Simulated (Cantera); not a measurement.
Feed: 1 mol borazine, 1.2 mol H2, 0.11 mol O2, at 0.410 bar.

Cantera equilibrium calculation (NASA polynomials, part measured and part estimated; ideal gas, pure solids and liquids). Candidate condensed phases: B, BN, B2O3, B3O3H3, H2O; 39 gas species. The feed counts by its element totals alone. Mutual solubility and eutectic melting of coexisting phases are not modelled. Kinetics and transport are ignored. All values below are at 1725 K.

Base state: H2 0.960, N2 0.0171, HBO 0.0103, HBO2 0.00761, B2O3 0.00281, H2O 0.00130, B2O2 0.000483, H 0.000284 (mole fractions); condensed: BN(s) + B2O3(l).

Task: What changes in the equilibrium state with this change: 0.15 mol H2O added?

Result: 
| species | before | after |
|---|---|---|
| H2 | 0.960 | 0.950 |
| N2 | 0.0171 | 0.0271 |
| HBO | 0.0103 | 0.00947 |
| B3O3H3 | 4.71e-5 | 3.69e-5 |
| B2O2 | 0.000483 | 0.000415 |
| BN(s), mol | 2.85 | 2.75 |
| B2O3(l), mol | 0.0209 | 0.0679 |
